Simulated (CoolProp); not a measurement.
Vapour-liquid equilibrium of R125 (1) + R245fa (2) at 233 K; x and y are mole fractions of (1).

Computed with CoolProp (multi-fluid Helmholtz-energy mixture model, Lemmon 2005 and Akasaka 2015; pair parameters Bell 2016).

```tsv
x	bubble pressure (MPa)	y at the bubble point	dew pressure at overall composition x (MPa)	liquid density (mol/L)
0.05	0.01446	0.617	0.006080	11.27
0.125	0.02664	0.806	0.006586	11.37
0.2	0.03804	0.874	0.007183	11.47
0.275	0.04886	0.909	0.007899	11.57
0.35	0.05926	0.931	0.008772	11.67
0.425	0.06937	0.947	0.009863	11.76
0.5	0.07931	0.959	0.01126	11.85
0.575	0.08917	0.968	0.01312	11.95
0.65	0.09903	0.975	0.01572	12.03
0.725	0.1090	0.982	0.01959	12.12
0.8	0.1191	0.988	0.02596	12.20
0.875	0.1294	0.993	0.03836	12.27
0.95	0.1400	0.997	0.07171	12.33
```

No azeotrope shows between x = 0.05 and 0.95.

The pair parameters rest on a limited set of measurements; away from them the model extrapolates.
